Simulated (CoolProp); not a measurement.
Vapour-liquid equilibrium of ethane (1) + n-pentane (2) at 0.236 MPa; x and y are mole fractions of (1).

Model: multi-fluid Helmholtz-energy mixture model, Bücker 2006 and Thol 2019; pair parameters Kunz 2012, in CoolProp.

Problem. Give the bubble temperature and the first vapour's composition at x = 0.125, 0.575, 0.725. Is there an azeotrope?

Solution. x = 0.125: 264.0 K, y = 0.935; x = 0.575: 214.3 K, y = 0.998; x = 0.725: 209.0 K, y = 0.999. No azeotrope shows between x = 0.05 and 0.95.

Pair parameters are fitted to limited data, so mixtures are less certain than the pure fluids. The gap from Raoult's law changes sign with composition, which may be real or a fault of the pair parameters; it wasn't checked against measurements.
